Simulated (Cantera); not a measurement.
A closed system holds: 1 mol Cu2O, 11 mol H2, 1.3 mol N2, held at 1298 K and 0.100 bar.

These are equilibrium values from Cantera (NASA tables, ideal gas, pure condensed phases), not measurements of a reactor. Candidate condensed phases: Cu, CuO, Cu(OH)2, Cu2O, H2O; 27 gas species. Rates play no part.

**Question.** What is the equilibrium state?

**Answer.** 
```
Property                                  Result
-------------------------------------  ---------
x(H2)                                      0.813
x(N2)                                      0.106
x(H2O)                                    0.0813
x(H)                                     3.06e-6
x(NH3)                                   2.98e-6
x(Cu)                                    1.50e-6
n(Cu(s))                                2.00 mol
gas amount                             12.30 mol
log10 activity of Cu(OH)2(s) (absent)     -12.07
```
